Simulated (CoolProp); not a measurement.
The fluid at 264.34 K and 7.76 MPa flows at 1.2 m/s in a round tube of 25 mm bore and 1.5 µm roughness, fully developed (64/Re and Nu = 3.66 if laminar; Colebrook and Gnielinski if turbulent). The same conditions are run with several fluids, on thermodynamics alone (safety and materials aside).

Model: reference Helmholtz-energy equation of state of each fluid (R152A: Outcalt 1996; R11: Jacobsen 1992; carbon dioxide: Span 1996; isobutane: Bücker 2006; n-hexane: Thol 2019), in CoolProp.

| fluid | Reynolds number | Darcy friction factor | pressure drop (Pa/m) | heat-transfer coefficient (W/(m² K)) | mass flow (kg/h) |
|---|---|---|---|---|---|
| R152A | 113000 | 0.0179 | 513 | 2400 | [?] |
| R11 | 70000 | [?] | 888 | 1620 | [?] |
| carbon dioxide | 237000 | 0.0157 | 453 | 3660 | [?] |
| isobutane | 74400 | [?] | 336 | 1720 | 1270 |
| n-hexane | 45000 | 0.0216 | 430 | [?] | 1470 |

Problem. Fill in the missing entries.

Solution. 
- R152A, mass flow (kg/h): 2110
- R11, Darcy friction factor: 0.0197
- R11, mass flow (kg/h): 3330
- carbon dioxide, mass flow (kg/h): 2130
- isobutane, Darcy friction factor: 0.0194
- n-hexane, heat-transfer coefficient (W/(m² K)): 1650

Transport values come from each fluid's own correlations; those of R152A, R11 are estimates that may be off by 10 % or more.
